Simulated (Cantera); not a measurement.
Feed: 1 mol SiCl4, 0.031 mol HCl, 1900 mol H2, equilibrated at 923.15 K and 9.00 Torr.

Cantera equilibrium calculation (NASA polynomials, part measured and part estimated; ideal gas, pure solids and liquids). Candidate condensed phases: Si; 19 gas species. Kinetics and transport are ignored.

Base state: H2 0.998, HCl 0.00196, SiHCl3 2.56e-5, SiCl4 1.41e-5 (mole fractions); condensed: Si(s).

Problem. What changes in the equilibrium state with this change: H2 from 1900 to 99 mol?

Solution. 
```json
[
 {"species": "H2", "before": "0.998", "after": "0.983"},
 {"species": "HCl", "before": "0.00196", "after": "0.00880"},
 {"species": "SiCl4", "before": "1.41e-5", "after": "0.00590"},
 {"species": "SiCl3", "before": "1.39e-6", "after": "0.000129"},
 {"species": "SiHCl3", "before": "2.56e-5", "after": "0.00235"},
 {"species": "Si(s), mol", "before": "0.902", "after": "0.140"}
]
```
The tables' values for SiCl3 are old estimates; treat these amounts as uncertain.

Problem. What changes in the equilibrium state with this change: H2 from 1900 to 73 mol?

Solution. 
```csv
species,before,after
H2,0.998,0.978
HCl,0.00196,0.00965
SiCl4,1.41e-5,0.00859
SiCl3,1.39e-6,0.000171
SiHCl3,2.56e-5,0.00311
SiCl2,5.54e-6,0.000137
"Si(s), mol",0.902,0.101
```
The tables' values for SiCl3 are old estimates; treat these amounts as uncertain.

Problem. What changes in the equilibrium state with this change: pressure from 9.00 Torr to 615 Torr?

Solution. 
| species | before | after |
|---|---|---|
| H2 | 0.998 | 0.999 |
| HCl | 0.00196 | 0.000998 |
| SiHCl3 | 2.56e-5 | 0.000230 |
| SiH2Cl2 | 4.55e-6 | 8.05e-5 |
| SiCl4 | 1.41e-5 | 6.44e-5 |
| Si(s), mol | 0.902 | 0.268 |
